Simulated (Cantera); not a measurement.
Feed: 1 mol FeS, 57 mol H2, 1.8 mol H2O, 0.0024 mol CH4, held at 2.50 bar.

These are equilibrium values from Cantera (NASA tables, ideal gas, pure condensed phases), not measurements of a reactor. Candidate condensed phases: C, C6H6, C7H8, C8H18, Fe, Fe(CO)5, FeO, Fe(OH)2, Fe(OH)3, FeS, FeSO4, FeS2, Fe2O3, Fe2(SO4)3, Fe3O4, H2O, H2SO4, S; 127 gas species. Metal and sulfide melt together well below either melting point, which pure phases cannot show. Mutual solubility and eutectic melting of coexisting phases are not modelled. FeS: taken at fixed stoichiometry. Kinetics and transport are ignored.

Question: At 1175 °C, list the 5 most abundant gas species with their mole fractions, and the condensed phases.

Answer: H2 0.957, H2O 0.0306, H2S 0.0126, CO 4.02e-5, SH 2.26e-5. Condensed: Fe(γ) + FeS(s).
